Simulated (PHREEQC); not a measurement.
## Metal-bearing waste water (model solution)

Make-up at 25 °C: 0.13 mol/kgw Al2(SO4)3, 0.0026 mol/kgw CaCl2, 0.19 mol/kgw H2SO4 and 7.7e-05 mol/kgw NaCl. Closed to the air; pH follows from the charge balance.

All values are PHREEQC results (ion-association model, phreeqc.dat), not measurements.

```json
{
  "pH": "0.91",
  "ionic_strength": "0.586 mol/kgw",
  "activity_of_water": "0.988",
  "total_alkalinity": "-380 meq/kg"
}
```

| species | molality | activity | log γ |
|---|---|---|---|
| HSO4- | 0.213 | 0.158 | -0.131 |
| H+ | 0.162 | 0.123 | -0.120 |
| AlSO4+ | 0.160 | 0.105 | -0.183 |
| SO4-2 | 0.0685 | 0.0132 | -0.715 |
| Al(SO4)2- | 0.0666 | 0.0437 | -0.183 |
| Al+3 | 0.0299 | 0.00251 | -1.077 |
| Cl- | 0.00528 | 0.00337 | -0.194 |
| AlHSO4+2 | 0.00383 | 0.00114 | -0.526 |
| Ca+2 | 0.00120 | 0.000304 | -0.595 |
| CaHSO4+ | 0.000780 | 0.000576 | -0.131 |
| CaSO4 | 0.000623 | 0.000713 | 0.059 |
| Na+ | 7.20e-5 | 5.16e-5 | -0.145 |
| NaSO4- | 5.00e-6 | 3.41e-6 | -0.166 |

This is a speciation only: nothing precipitates in the calculation.
